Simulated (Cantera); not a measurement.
Input (Python, Cantera) and output of one run.

```python
import numpy as np
import cantera as ct

gas_names = """
    B BH BH2 BH3 B2 H H2
""".split()
cond_names = """
    B(b) B(L)
""".split()


# ... load() reads the species with a 1 bar reference pressure and builds the phases ...
atoms = {
    'B2H6': {'B': 2, 'H': 6},
    'H2': {'H': 2},
}
top_T = {}  # K; cautious upper limits of use, not melting points


# ... equilibrate(T, P, feed) seeds the gas with the atoms and calls Mixture.equilibrate('TP', solver="vcs", rtol=1e-11, max_steps=5000) ...
results = []
feed = {'B2H6': 1, 'H2': 1.8}  # mol
T = 2473  # K
for P in [10, 32, 100, 320, 1000, 3200, 10000, 32000, 100000]:
    mix = equilibrate(T, P, feed)
    results.append((T, P, feed, dict(zip(mix.species_names, mix.species_moles))))

top = {s: max(r[3][s] / sum(r[3][g] for g in gas_names) for r in results) for s in gas_names}
cols = sorted((s for s in top if top[s] > 0.001), key=lambda s: -top[s])[:7]
seen = [c for c in cond_names if any(r[3].get(c, 0) > 1e-12 for r in results)]
print("log10 of partial pressures in bar; condensed amounts in mol")
print(f"{'P/Pa':>10s}" + "".join(f"{s[:9]:>10s}" for s in cols + seen))
for T, P, feed, n in results:
    ng = sum(n[g] for g in gas_names)
    print(f"{P:10.4g}" + "".join(f"{np.log10(max(n[s] / ng * P / 1e5, 1e-99)):10.3f}" for s in cols)
          + "".join(f"{n.get(c, 0):10.4g}" for c in seen))
```

Output:

```
log10 of partial pressures in bar; condensed amounts in mol
      P/Pa        H2         H         B       BH2      B(L)
        10    -4.995    -4.149    -4.722    -7.980         0
        32    -4.165    -3.734    -4.177    -6.604         0
       100    -3.342    -3.323    -4.176    -5.780     1.522
       320    -2.677    -2.990    -4.176    -5.115     1.861
      1000    -2.101    -2.702    -4.176    -4.539     1.947
      3200    -1.551    -2.427    -4.176    -3.989     1.972
     1e+04    -1.033    -2.168    -4.176    -3.470     1.979
   3.2e+04    -0.514    -1.909    -4.176    -2.952     1.981
     1e+05    -0.011    -1.657    -4.176    -2.449     1.982
```

Method: chemical equilibrium by Gibbs-energy minimisation in Cantera with the NASA 1993 tables (ideal gas, pure condensed phases). The feed counts by its element totals alone. The tables' values for BH2 are old estimates; treat these amounts as uncertain. Gases not in the tables: B2H6 and higher boranes.
